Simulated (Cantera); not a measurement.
Charge: 1 mol B2O3, 5.6 mol N2, 0.18 mol H2, held at 2375 K and 1.00 bar.

Cantera equilibrium calculation (NASA polynomials, part measured and part estimated; ideal gas, pure solids and liquids). Candidate condensed phases: B, BN, B2O3, B3O3H3, H2O; 39 gas species. The numbers say what is thermodynamically allowed, not how fast it happens.

Base state: N2 0.822, B2O3 0.123, HBO2 0.0223, H2 0.0109, BO 0.00826, HBO 0.00577, B2O2 0.00520, H 0.00147 (mole fractions); condensed: gas only.

What changes in the equilibrium state with this change: B2O3 replaced by borazine?


```json
[
 {"species": "N2", "before": "0.822", "after": "0.635"},
 {"species": "H2", "before": "0.0109", "after": "0.356"},
 {"species": "H", "before": "0.00147", "after": "0.00842"},
 {"species": "B2O3", "before": "0.123", "after": "0"},
 {"species": "HBO2", "before": "0.0223", "after": "0"},
 {"species": "BH2", "before": "2.89e-8", "after": "0.000145"},
 {"species": "BO", "before": "0.00826", "after": "0"},
 {"species": "HBO", "before": "0.00577", "after": "0"},
 {"species": "B2O2", "before": "0.00520", "after": "0"},
 {"species": "H2O", "before": "0.000701", "after": "0"},
 {"species": "BN(s), mol", "before": "0", "after": "3.00"}
]
```
The feed counts by its element totals alone. The tables' values for BH2 are old estimates; treat these amounts as uncertain.
